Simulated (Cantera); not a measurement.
Charge: 1 mol Fe₂O₃, 0.19 mol Cl₂, 1.4 mol O₂, at 1427 °C and 250000 Pa.

Method: chemical equilibrium by Gibbs-energy minimisation in Cantera with the NASA 1993 tables (ideal gas, pure condensed phases). Candidate condensed phases: Fe, FeCl₂, FeCl₃, FeO, Fe₂O₃, Fe₃O₄; 13 gas species. Equilibrium is a limit: real reactors are often held back by kinetics, nucleation or transport.

Base state: O₂ 0.884, FeCl₂ 0.0490, Cl₂ 0.0296, Cl 0.0209, FeCl₃ 0.0159, ClO 0.000609, Fe₂Cl₄ 6.38e-5, O 2.66e-5 (mole fractions); condensed: Fe₂O₃(s).

Q: What changes in the equilibrium state with this change: temperature from 1427 °C to 552 °C?

A: 
| species | before | after |
|---|---|---|
| O₂ | 0.884 | 0.881 |
| Cl₂ | 0.0296 | 0.119 |
| Cl | 0.0209 | 3.59e-6 |
| FeCl₂ | 0.0490 | 1.15e-9 |
| FeCl₃ | 0.0159 | 2.96e-6 |
| Fe₂Cl₄ | 6.38e-5 | <1e-9 |
| O | 2.66e-5 | <1e-9 |
| ClO | 0.000609 | 5.86e-7 |
| Fe₂O₃(s), mol | 0.946 | 1.000 |
Condensed phases not in the tables: FeOCl.
